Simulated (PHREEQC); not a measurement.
# Polishing slurry liquid: speciation

Solution (25 °C): 49 mmol/kgw K2CO3, 9.2 mmol/kgw K2SO4 and 1.4 mmol/kgw CO2. Closed to the air; pH follows from the charge balance.

Equilibrium calculation in PHREEQC: Pitzer model, pitzer.dat.

Each row changes one thing in this solution. Precipitation was switched off in this run.

```json
[
 {"case": "as made", "pH": "11.01", "ionic strength (mol/kgw)": "0.172", "CO3-2 (mol/kgw)": "0.0462", "HCO3- (mol/kgw)": "0.00417", "CO2 (mol/kgw)": "6.38e-8", "SI of Arcanite (K2SO4)": "-2.88"},
 {"case": "CO2 from 0.0014 to 0.00154 mol/kgw", "pH": "10.99", "ionic strength (mol/kgw)": "0.172", "CO3-2 (mol/kgw)": "0.0462", "HCO3- (mol/kgw)": "0.00438", "CO2 (mol/kgw)": "7.06e-8", "SI of Arcanite (K2SO4)": "-2.88"},
 {"case": "temperature from 25 to 10 °C", "pH": "11.26", "ionic strength (mol/kgw)": "0.172", "CO3-2 (mol/kgw)": "0.0469", "HCO3- (mol/kgw)": "0.00350", "CO2 (mol/kgw)": "3.91e-8", "SI of Arcanite (K2SO4)": "-2.64"},
 {"case": "diluted 2-fold with water", "pH": "10.98", "ionic strength (mol/kgw)": "0.0854", "CO3-2 (mol/kgw)": "0.0226", "HCO3- (mol/kgw)": "0.00261", "CO2 (mol/kgw)": "4.65e-8", "SI of Arcanite (K2SO4)": "-3.59"},
 {"case": "K2SO4 from 0.0092 to 0.092 mol/kgw", "pH": "10.93", "ionic strength (mol/kgw)": "0.420", "CO3-2 (mol/kgw)": "0.0464", "HCO3- (mol/kgw)": "0.00401", "CO2 (mol/kgw)": "6.49e-8", "SI of Arcanite (K2SO4)": "-1.43"},
 {"case": "diluted 5-fold with water", "pH": "10.89", "ionic strength (mol/kgw)": "0.0337", "CO3-2 (mol/kgw)": "0.00860", "HCO3- (mol/kgw)": "0.00148", "CO2 (mol/kgw)": "3.52e-8", "SI of Arcanite (K2SO4)": "-4.58"},
 {"case": "K2SO4 from 0.0092 to 0.0101 mol/kgw", "pH": "11.01", "ionic strength (mol/kgw)": "0.174", "CO3-2 (mol/kgw)": "0.0462", "HCO3- (mol/kgw)": "0.00417", "CO2 (mol/kgw)": "6.38e-8", "SI of Arcanite (K2SO4)": "-2.83"},
 {"case": "diluted 10-fold with water", "pH": "10.79", "ionic strength (mol/kgw)": "0.0166", "CO3-2 (mol/kgw)": "0.00405", "HCO3- (mol/kgw)": "0.000989", "CO2 (mol/kgw)": "3.08e-8", "SI of Arcanite (K2SO4)": "-5.37"}
]
```

Complexes and solids missing from the database can't appear. Away from 25 °C the constants follow the database's enthalpies or fits; those with neither stay at their 25 °C values.
